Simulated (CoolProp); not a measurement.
Model: reference Helmholtz-energy equation of state, Wu 2011, in CoolProp.

**Question.** For dimethyl ether, give the phase and the density (kg/m³), cv (kJ/(kg K)), Joule-Thomson coefficient (K/MPa), viscosity (µPa s) at 414.4 K and 2.81 MPa; 414.4 K and 8.89 MPa; 414.4 K and 28.1 MPa.

**Answer.** 
- 414.4 K and 2.81 MPa: gas; density 46.3, cv 1.70, Joule-Thomson coefficient 9.56, viscosity 13.8
- 414.4 K and 8.89 MPa: supercritical; density 416, cv 1.88, Joule-Thomson coefficient 2.18, viscosity 41.9
- 414.4 K and 28.1 MPa: supercritical; density 553, cv 1.81, Joule-Thomson coefficient 0.0460, viscosity 76.2

Viscosity comes from a separate model (Meng 2012).
